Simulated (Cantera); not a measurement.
An isothermal, constant-pressure homogeneous reactor starts with 1.11 % H₂, 85.3 % O₂, 13.6 % N₂, equivalence ratio 0.0065, at 1000 K and 6.60 Torr.

Cantera simulation using GRI-Mech 3.0 (53 species, 325 reactions); the numbers are that mechanism's predictions, not measurements. Radical loss at walls, strong at low pressure, is not modelled.

x: mole fraction; the columns are a selection and need not sum to one.

```
t (s)         x H₂   x O₂      x OH     x N₂O       x H
--------  --------  -----  --------  --------  --------
1.00e-6     0.0111  0.853    <1e-12    <1e-12    <1e-12
3.80e-6     0.0111  0.853    <1e-12    <1e-12    <1e-12
1.44e-5     0.0111  0.853    <1e-12    <1e-12    <1e-12
5.48e-5     0.0111  0.853    <1e-12    <1e-12  2.95e-12
0.000208    0.0111  0.853  4.05e-12    <1e-12  8.66e-12
0.000790    0.0111  0.853  3.16e-11    <1e-12  2.18e-11
0.00300     0.0111  0.853  2.96e-10    <1e-12  1.25e-10
0.0114      0.0111  0.853   8.48e-8    <1e-12   3.33e-8
0.0433    0.000331  0.845  0.000651  1.32e-10   0.00125
0.164          ___  0.849       ___  7.86e-10       ___
0.624      5.59e-6  0.851  0.000108   1.26e-9   1.83e-5
2.37           ___  0.852       ___   1.46e-9       ___
9.00       4.54e-8  0.852   1.05e-5   1.53e-9   1.68e-8
```

Q: What belongs in the gaps?

A: 
- 0.164, x H₂: 3.17e-5
- 0.164, x OH: 0.000257
- 0.164, x H: 0.000237
- 2.37, x H₂: 5.16e-7
- 2.37, x OH: 3.41e-5
- 2.37, x H: 5.74e-7
